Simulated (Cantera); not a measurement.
A perfectly stirred reactor is fed with 1.33 % CH4, 1.73 % C2H6, 18.1 % O2, 68.3 % N2, 10.5 % H2O, equivalence ratio 0.48, at 4050 Torr; it is adiabatic with a 650 K inlet, and is followed from long to short residence time, starting on the burning branch (τ in s: 0.11, 0.046, 0.02, 0.0084, 0.0036, 0.0016, 0.00067, 0.00029, 0.00012, 5.3e-05, 2.3e-05, 9.8e-06).

Cantera simulation using GRI-Mech 3.0 (53 species, 325 reactions); the numbers are that mechanism's predictions, not measurements.

Problem. Predict: blow-out, bracketed by the residence times tried; x(CH4) at τ = 0.110 s; x(C2H6) at τ = 0.110 s; x(O2) at τ = 0.110 s; x(N2O) at τ = 0.110 s; x(OH) at τ = 0.110 s; x(CH4) at τ = 0.670 ms; x(C2H6) at τ = 0.670 ms; x(O2) at τ = 0.670 ms; x(N2O) at τ = 0.670 ms; x(OH) at τ = 0.670 ms.

Solution. 
- blow-out, bracketed by the residence times tried: burning at 0.670 ms, out at 0.290 ms
- x(CH4) at τ = 0.110 s: 3.12e-6
- x(C2H6) at τ = 0.110 s: 8.46e-7
- x(O2) at τ = 0.110 s: 0.0931
- x(N2O) at τ = 0.110 s: 4.75e-7
- x(OH) at τ = 0.110 s: 0.000246
- x(CH4) at τ = 0.670 ms: 0.000182
- x(C2H6) at τ = 0.670 ms: 5.82e-5
- x(O2) at τ = 0.670 ms: 0.0974
- x(N2O) at τ = 0.670 ms: 1.21e-6
- x(OH) at τ = 0.670 ms: 0.000546
